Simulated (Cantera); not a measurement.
**Moist CO burnout**

A perfectly stirred reactor is fed with CO : O₂ : H₂O : N₂ = 0.0012 : 0.0025 : 0.0021 : 1 (molar parts), equivalence ratio 0.24, at 1.18 atm; it is held at 973 K, and followed from long to short residence time.

Model: GRI-Mech 3.0 (53 species, 325 reactions), integrated in Cantera.

| τ (s) | x CO | x O₂ | x H₂O | x NO | x OH |
|---|---|---|---|---|---|
| 23 | 0.000448 | 0.00211 | 0.00209 | 4.62e-10 | 2.11e-8 |
| 3.3 | 0.000960 | 0.00237 | 0.00208 | 3.61e-11 | 2.09e-8 |
| 0.50 | 0.00116 | 0.00247 | 0.00209 | 1.13e-12 | 1.66e-8 |
| 0.073 | 0.00119 | 0.00248 | 0.00209 | <1e-12 | 4.12e-9 |
| 0.011 | 0.00119 | 0.00249 | 0.00209 | <1e-12 | 1.12e-12 |
| 0.0016 | 0.00119 | 0.00249 | 0.00209 | <1e-12 | <1e-12 |
| 0.00024 | 0.00119 | 0.00249 | 0.00209 | <1e-12 | <1e-12 |
x: mole fraction; the columns are a selection and need not sum to one.
